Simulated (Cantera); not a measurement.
A freely propagating, adiabatic, planar premixed flame of H2 : O2 : N2 = 1 : 0.714 : 2.69 (molar parts), equivalence ratio 0.70, unburnt at 600 K and 7.50 bar; mixture-averaged transport, grid criteria slope 0.08 and curve 0.16, no radiation.

Computed with Cantera and the H2/O2 subset of GRI-Mech 3.0, which has no nitrogen chemistry. The hydrogen kinetics of GRI-Mech 3.0 are dated; newer H2 mechanisms differ, most at raised pressure. Burning velocities carry a grid error of a few per cent, more on coarse grids.

Question: How do the results move with these cheaper or finer settings: unity-Lewis-number transport; multicomponent transport; multicomponent+Soret transport; grid criteria slope 0.5, curve 1; grid criteria slope 0.25, curve 0.5; grid criteria slope 0.03, curve 0.06?

Answer: 
```tsv
setting	laminar burning velocity	thermal thickness	peak x(H)	peak x(OH)	grid points
as above	313 cm/s	0.0377 mm	0.00785	0.0116	112
unity-Lewis-number transport	366 cm/s	0.0286 mm	0.0164	0.0142	109
multicomponent transport	313 cm/s	0.0372 mm	0.00791	0.0116	113
multicomponent+Soret transport	283 cm/s	0.0378 mm	0.00711	0.0111	112
grid criteria slope 0.5, curve 1	347 cm/s	0.0431 mm	0.00785	0.0112	41
grid criteria slope 0.25, curve 0.5	339 cm/s	0.0398 mm	0.00826	0.0115	51
grid criteria slope 0.03, curve 0.06	312 cm/s	0.0370 mm	0.00802	0.0118	240
```
Unity Lewis numbers drop preferential diffusion, which matters most where H2 and H carry the flame; Soret adds thermal diffusion.
